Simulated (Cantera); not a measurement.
Input: 1 mol PbO, 12 mol H2, equilibrated at 1450 °C and 1000 Pa.

Method: chemical equilibrium by Gibbs-energy minimisation in Cantera with the NASA 1993 tables (ideal gas, pure condensed phases). Candidate condensed phases: H2O, Pb, PbO, PbO2, Pb3O4; 12 gas species. Equilibrium is a limit: real reactors are often held back by kinetics, nucleation or transport.

Base state: H2 0.845, Pb 0.0768, H2O 0.0768, H 0.00168 (mole fractions); condensed: gas only.

### Question
What changes in the equilibrium state with this change: temperature from 1450 °C to 1950 °C?

### Answer
| species | before | after |
|---|---|---|
| H2 | 0.845 | 0.794 |
| Pb | 0.0768 | 0.0746 |
| H2O | 0.0768 | 0.0738 |
| H | 0.00168 | 0.0571 |
| O | 1.32e-8 | 3.83e-5 |
| OH | 8.37e-6 | 0.000767 |
| PbO | 9.65e-6 | 6.59e-5 |
